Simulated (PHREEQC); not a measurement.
Synthetic water in mg/kgw, 25 °C, pH 6.47, pe 12.7:

```
constituent         mg/kgw
------------------  ------
Na                    1.26
K                     1.97
Ca                   0.708
Mg                    2.71
Cl                    2.77
S(6) as SO4           9.93
Alkalinity as HCO3    4.73
Si as SiO2          0.0164
Cd                  0.0136
```

Na is adjusted to close the charge balance.
Valence states are taken as typed.

The numbers come from PHREEQC with the ion-association model, phreeqc.dat.

Each row changes one thing in this solution. No solid was allowed to form.

```csv
case,CO2 (mol/kgw),MgSO4 (mol/kgw),CaSO4 (mol/kgw),KSO4- (mol/kgw),NaSO4- (mol/kgw),CaHCO3+ (mol/kgw),SI of Quartz (SiO2),SI of Otavite (CdCO3)
as made,5.76e-5,2.08e-6,2.51e-7,3.20e-8,2.42e-8,1.55e-8,-2.58,-2.86
Cl from 2.77 to 8.31 mg/kgw,[?],2.03e-6,2.45e-7,3.16e-8,9.38e-8,1.53e-8,-2.58,-2.87
temperature from 25 to 45 °C at the same typed pH,4.98e-5,3.27e-6,2.83e-7,[?],2.69e-8,1.88e-8,-2.86,-2.73
pH from 6.47 to 6.97 at the same alkalinity,1.81e-5,2.08e-6,2.51e-7,3.20e-8,2.42e-8,[?],-2.58,[?]
```

Q: Some entries are withheld; supply them.

A: 
- Cl from 2.77 to 8.31 mg/kgw, CO2 (mol/kgw): 5.74e-5
- temperature from 25 to 45 °C at the same typed pH, KSO4- (mol/kgw): 4.37e-8
- pH from 6.47 to 6.97 at the same alkalinity, CaHCO3+ (mol/kgw): 1.54e-8
- pH from 6.47 to 6.97 at the same alkalinity, SI of Otavite (CdCO3): -2.36

Complexes and solids missing from the database can't appear. Constants without temperature data keep their 25 °C values here.
